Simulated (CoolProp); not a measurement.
Saturation properties of CHF3 (R23) (Tc = 299.3 K, pc = 4.832 MPa, ω = 0.263).

Model: reference Helmholtz-energy equation of state, Penoncello 2003, in CoolProp.

```tsv
T (K)	p (MPa)	liquid density (kg/m³)	liquid conductivity (mW/(m K))
224.5	0.5058	1309	110
230.4	0.6372	[?]	106
236.4	0.7956	1254	102
242.3	0.9786	1225	98.6
248.2	1.191	1194	[?]
254.2	1.442	[?]	[?]
260.1	1.724	1125	87.4
266.1	2.052	1086	83.4
272	2.418	[?]	79.4
278	2.839	995.2	[?]
```

Question: Fill in the missing entries.

Answer: 
- 230.4, liquid density (kg/m³): 1283
- 248.2, liquid conductivity (mW/(m K)): 94.9
- 254.2, liquid density (kg/m³): 1161
- 254.2, liquid conductivity (mW/(m K)): 91.1
- 272, liquid density (kg/m³): 1044
- 278, liquid conductivity (mW/(m K)): 74.9

It boils at 191.1 K under 1 atm.

Thermal conductivity comes from a separate model (Shan 2000).
